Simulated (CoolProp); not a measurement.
Chloromethane (R40) along the isobar 8.9 bar: Z from the reference equation and from simpler models built on Tc = 418.6 K, pc = 69.29 bar, ω = 0.150; each cubic takes its own stable root.

Values from CoolProp's reference Helmholtz-energy equation of state, Thol 2014.

```
T (K)   phase  reference  Redlich-Kwong  Soave-Redlich-Kwong
-----  ------  ---------  -------------  -------------------
294.1  liquid    0.01996        0.02213              0.02169
308.8  liquid    0.01966         0.8871              0.02147
323.5     gas     0.8741         0.9021               0.8973
338.2     gas     0.8946         0.9145               0.9108
352.9     gas     0.9104         0.9248               0.9220
367.6     gas     0.9229         0.9334               0.9315
382.3     gas     0.9331         0.9408               0.9395
397.1     gas     0.9415         0.9472               0.9465
411.8     gas     0.9485         0.9527               0.9525
426.5     gas     0.9544         0.9574               0.9576
441.2     gas     0.9595         0.9616               0.9622
455.9     gas     0.9639         0.9652               0.9662
470.6     gas     0.9676         0.9684               0.9697
485.3     gas     0.9710         0.9713               0.9728
500       gas     0.9739         0.9738               0.9756
```

At some of these states Redlich-Kwong gives the other phase, because its saturation line lies elsewhere.
